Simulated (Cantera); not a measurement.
A closed system holds: 1 mol Pb, a varied amount of O₂, 5.9 mol N₂, equilibrated at 700 K and 1.80 mbar.

Cantera equilibrium calculation (NASA polynomials, part measured and part estimated; ideal gas, pure solids and liquids). Candidate condensed phases: Pb, PbO, PbO₂, Pb₃O₄; 12 gas species. Rates play no part.

Q: Which condensed phases are stable at each of these points (n(O₂) (mol)): 0.23, 0.26, 0.3, 0.35, 0.41, 0.47, 0.54, 0.63, 0.73, 0.84, 0.97, 1.1, 1.3?

A: 
| n(O₂) (mol) | condensed phases | Pb condensed (%) |
|---|---|---|
| 0.23 | Pb(l) + PbO(red) | 100.0 |
| 0.26 | Pb(l) + PbO(red) | 100.0 |
| 0.3 | Pb(l) + PbO(red) | 100.0 |
| 0.35 | Pb(l) + PbO(red) | 100.0 |
| 0.41 | Pb(l) + PbO(red) | 100.0 |
| 0.47 | Pb(l) + PbO(red) | 100.0 |
| 0.54 | PbO(red) | 100.0 |
| 0.63 | PbO(red) | 100.0 |
| 0.73 | PbO(red) | 100.0 |
| 0.84 | PbO(red) | 100.0 |
| 0.97 | PbO(red) | 100.0 |
| 1.1 | PbO(red) | 100.0 |
| 1.3 | PbO(red) | 100.0 |

From 0.23 mol O₂ to 0.47 mol O₂ the condensed part is Pb(l) + PbO(red). From 0.54 mol O₂ to 1.3 mol O₂ the condensed part is PbO(red).
